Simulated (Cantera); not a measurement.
Cantera run:

```python
import numpy as np
import cantera as ct

gas_names = [...]  # 113 gases of nasa_gas.yaml made of C, H, O, Ta
cond_names = """
    C(gr) C6H6(L) C7H8(L) C8H18(L),n-octa H2O(s) H2O(L) Ta(cr) Ta(L) TaC(s) TaC(L) Ta2O5(s) Ta2O5(L)
""".split()


# ... load() reads the species with a 1 bar reference pressure and builds the phases ...
atoms = {
    'Ta(OEt)5': {'Ta': 1, 'C': 10, 'H': 25, 'O': 5},
    'CO2': {'C': 1, 'O': 2},
}
top_T = {'C(gr)': 4500}  # K; cautious upper limits of use, not melting points


# ... equilibrate(T, P, feed) seeds the gas with the atoms and calls Mixture.equilibrate('TP', solver="vcs", rtol=1e-11, max_steps=5000) ...
results = []
P = 100000  # Pa
for T in [975, 1050, 1125, 1200, 1275, 1350, 1425, 1500, 1575, 1650]:
    for m in [0.23, 0.35, 0.54, 0.81, 1.2, 1.9, 2.8, 4.3, 6.5, 9.8]:
        feed = {'Ta(OEt)5': 1, 'CO2': m}  # mol
        mix = equilibrate(T, P, feed)
        results.append((T, P, feed, dict(zip(mix.species_names, mix.species_moles))))

for T, P, feed, n in results:
    print(f"{T:7g} {feed['CO2']:10.4g}  " + (" + ".join(c for c in cond_names if n.get(c, 0) > 1e-12) or "gas only"))
```

Output:

```
    975       0.23  C(gr) + Ta2O5(s)
    975       0.35  C(gr) + Ta2O5(s)
    975       0.54  C(gr) + Ta2O5(s)
    975       0.81  C(gr) + Ta2O5(s)
    975        1.2  C(gr) + Ta2O5(s)
    975        1.9  C(gr) + Ta2O5(s)
    975        2.8  C(gr) + Ta2O5(s)
    975        4.3  C(gr) + Ta2O5(s)
    975        6.5  C(gr) + Ta2O5(s)
    975        9.8  C(gr) + Ta2O5(s)
   1050       0.23  C(gr) + Ta2O5(s)
   1050       0.35  C(gr) + Ta2O5(s)
   1050       0.54  C(gr) + Ta2O5(s)
   1050       0.81  C(gr) + Ta2O5(s)
   1050        1.2  C(gr) + Ta2O5(s)
   1050        1.9  C(gr) + Ta2O5(s)
   1050        2.8  C(gr) + Ta2O5(s)
   1050        4.3  C(gr) + Ta2O5(s)
   1050        6.5  C(gr) + Ta2O5(s)
   1050        9.8  C(gr) + Ta2O5(s)
   1125       0.23  C(gr) + Ta2O5(s)
   1125       0.35  C(gr) + Ta2O5(s)
   1125       0.54  C(gr) + Ta2O5(s)
   1125       0.81  C(gr) + Ta2O5(s)
   1125        1.2  C(gr) + Ta2O5(s)
   1125        1.9  C(gr) + Ta2O5(s)
   1125        2.8  C(gr) + Ta2O5(s)
   1125        4.3  C(gr) + Ta2O5(s)
   1125        6.5  C(gr) + Ta2O5(s)
   1125        9.8  Ta2O5(s)
   1200       0.23  C(gr) + Ta2O5(s)
   1200       0.35  C(gr) + Ta2O5(s)
   1200       0.54  C(gr) + Ta2O5(s)
   1200       0.81  C(gr) + Ta2O5(s)
   1200        1.2  C(gr) + Ta2O5(s)
   1200        1.9  C(gr) + Ta2O5(s)
   1200        2.8  C(gr) + Ta2O5(s)
   1200        4.3  C(gr) + Ta2O5(s)
   1200        6.5  C(gr) + Ta2O5(s)
   1200        9.8  Ta2O5(s)
   1275       0.23  C(gr) + Ta2O5(s)
   1275       0.35  C(gr) + Ta2O5(s)
   1275       0.54  C(gr) + Ta2O5(s)
   1275       0.81  C(gr) + Ta2O5(s)
   1275        1.2  C(gr) + Ta2O5(s)
   1275        1.9  C(gr) + Ta2O5(s)
   1275        2.8  C(gr) + Ta2O5(s)
   1275        4.3  C(gr) + Ta2O5(s)
   1275        6.5  C(gr) + Ta2O5(s)
   1275        9.8  Ta2O5(s)
   1350       0.23  C(gr) + TaC(s)
   1350       0.35  C(gr) + TaC(s)
   1350       0.54  C(gr) + TaC(s)
   1350       0.81  C(gr) + TaC(s)
   1350        1.2  C(gr) + TaC(s)
   1350        1.9  C(gr) + TaC(s)
   1350        2.8  C(gr) + TaC(s)
   1350        4.3  TaC(s) + Ta2O5(s)
   1350        6.5  TaC(s) + Ta2O5(s)
   1350        9.8  Ta2O5(s)
   1425       0.23  C(gr) + TaC(s)
   1425       0.35  C(gr) + TaC(s)
   1425       0.54  C(gr) + TaC(s)
   1425       0.81  C(gr) + TaC(s)
   1425        1.2  C(gr) + TaC(s)
   1425        1.9  C(gr) + TaC(s)
   1425        2.8  C(gr) + TaC(s)
   1425        4.3  TaC(s) + Ta2O5(s)
   1425        6.5  TaC(s) + Ta2O5(s)
   1425        9.8  Ta2O5(s)
   1500       0.23  C(gr) + TaC(s)
   1500       0.35  C(gr) + TaC(s)
   1500       0.54  C(gr) + TaC(s)
   1500       0.81  C(gr) + TaC(s)
   1500        1.2  C(gr) + TaC(s)
   1500        1.9  C(gr) + TaC(s)
   1500        2.8  C(gr) + TaC(s)
   1500        4.3  TaC(s) + Ta2O5(s)
   1500        6.5  TaC(s) + Ta2O5(s)
   1500        9.8  Ta2O5(s)
   1575       0.23  C(gr) + TaC(s)
   1575       0.35  C(gr) + TaC(s)
   1575       0.54  C(gr) + TaC(s)
   1575       0.81  C(gr) + TaC(s)
   1575        1.2  C(gr) + TaC(s)
   1575        1.9  C(gr) + TaC(s)
   1575        2.8  C(gr) + TaC(s)
   1575        4.3  TaC(s) + Ta2O5(s)
   1575        6.5  TaC(s) + Ta2O5(s)
   1575        9.8  Ta2O5(s)
   1650       0.23  C(gr) + TaC(s)
   1650       0.35  C(gr) + TaC(s)
   1650       0.54  C(gr) + TaC(s)
   1650       0.81  C(gr) + TaC(s)
   1650        1.2  C(gr) + TaC(s)
   1650        1.9  C(gr) + TaC(s)
   1650        2.8  C(gr) + TaC(s)
   1650        4.3  TaC(s) + Ta2O5(s)
   1650        6.5  TaC(s) + Ta2O5(s)
   1650        9.8  Ta2O5(s)
```

These are equilibrium values from Cantera (NASA tables, ideal gas, pure condensed phases), not measurements of a reactor. The feed counts by its element totals alone. Mutual solubility and eutectic melting of coexisting phases are not modelled. TaC: taken at fixed stoichiometry. Condensed phases not in the tables: Ta2C.
